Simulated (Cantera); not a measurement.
Charge: 1 mol TEOS, 0.71 mol O₃, 0.29 mol H₂, 0.55 mol N₂O, equilibrated at 0.620 bar.

Equilibrium computed with Cantera from the NASA thermochemical tables; the gas is ideal and each condensed phase is pure. Candidate condensed phases: C, C₆H₆, C₇H₈, C₈H₁₈, H₂O, Si, SiC, SiO₂, Si₂N₂O, Si₃N₄; 151 gas species. The feed counts by its element totals alone. Mutual solubility and eutectic melting of coexisting phases are not modelled. The tables hold silica as quartz up to 1696 K and as liquid above; real silica turns to tridymite and cristobalite and melts near 1996 K. Rates play no part.

Question: Which condensed phases are stable at each of these points (T (K)): 1425, 1475, 1525, 1575, 1625, 1675, 1725, 1775, 1825, 1875, 1925, 1975, 2025?

Answer: 
```csv
T (K),condensed phases,Si condensed (%)
1425,C(graphite) + SiO₂(β-quartz),100.0
1475,C(graphite) + SiO₂(β-quartz),100.0
1525,C(graphite) + SiO₂(β-quartz),100.0
1575,C(graphite) + SiO₂(β-quartz) + Si₂N₂O(s),99.8
1625,C(graphite) + SiO₂(β-quartz) + Si₂N₂O(s),99.2
1675,C(graphite) + SiC(s) + Si₂N₂O(s),97.7
1725,C(graphite) + SiC(s) + Si₂N₂O(s),97.1
1775,C(graphite) + SiC(s),96.6
1825,C(graphite) + SiC(s),96.0
1875,C(graphite) + SiC(s),95.5
1925,C(graphite) + SiC(s),94.8
1975,C(graphite) + SiC(s),94.2
2025,C(graphite) + SiC(s),93.5
```

From 1425 K to 1525 K the condensed part is C(graphite) + SiO₂(β-quartz). From 1575 K to 1625 K the condensed part is C(graphite) + SiO₂(β-quartz) + Si₂N₂O(s). From 1675 K to 1725 K the condensed part is C(graphite) + SiC(s) + Si₂N₂O(s). From 1775 K to 2025 K the condensed part is C(graphite) + SiC(s).
